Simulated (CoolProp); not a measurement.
500 sccm (0 °C, 1 atm) of nitrogen bubbles through liquid octamethyltrisiloxane (MDM) at 344.9 K and leaves saturated at a total pressure of 0.15 MPa (ideal gas phase). Each further row changes one setting.

Values from CoolProp's reference Helmholtz-energy equation of state, Thol 2017.

```csv
case,vapour pressure (kPa),mole fraction of vapour,delivery (mg/min),delivery (sccm),change of delivery for a bath 1 K warmer (%)
as stated,6.34,0.0423,233,?,4.8
bath temperature 349.9 K,?,0.0527,?,27.8,4.7
total pressure 0.3 MPa,6.34,0.0211,114,?,4.7
```

**Question.** Some entries are withheld; supply them.

**Answer.** 
- as stated, delivery (sccm): 22.1
- bath temperature 349.9 K, vapour pressure (kPa): 7.90
- bath temperature 349.9 K, delivery (mg/min): 293
- total pressure 0.3 MPa, delivery (sccm): 10.8
